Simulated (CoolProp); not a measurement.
Properties of cis-2-butene along the isobar 87.1 bar.

Model: reference Helmholtz-energy equation of state, Lemmon 2005, in CoolProp. It is a short technical equation, of lower accuracy than the large ones.

```csv
T (°C),phase,density (kg/m³),cv (kJ/(kg K)),Joule-Thomson coefficient (K/MPa),isothermal compressibility (1/MPa),fugacity coefficient
112.85,liquid,519.6,1.795,0.06236,0.006907,0.2064
123.55,liquid,503.5,1.833,0.1660,0.008450,0.2404
134.25,liquid,486.2,1.872,0.2961,0.01055,___
144.95,liquid,467.5,1.911,0.4636,0.01350,0.3144
155.65,liquid,447.0,1.952,0.6857,0.01781,0.3536
166.35,supercritical,424.1,___,0.9896,0.02442,0.3937
177.05,supercritical,___,2.038,1.418,0.03502,0.4340
187.75,supercritical,368.6,2.084,___,0.05264,0.4739
198.35,supercritical,334.9,2.130,2.873,0.08085,0.5121
209.05,supercritical,297.5,2.174,3.889,0.1194,0.5486
219.75,supercritical,260.8,2.207,4.782,0.1538,0.5822
230.45,supercritical,229.6,2.231,5.258,0.1698,0.6128
241.15,supercritical,205.3,2.250,5.333,0.1709,0.6404
251.85,supercritical,186.7,2.270,5.181,0.1663,0.6654
```

### Question
Fill in the missing entries.

### Answer

- 134.25, fugacity coefficient: 0.2765
- 166.35, cv (kJ/(kg K)): 1.994
- 177.05, density (kg/m³): 398.3
- 187.75, Joule-Thomson coefficient (K/MPa): 2.032
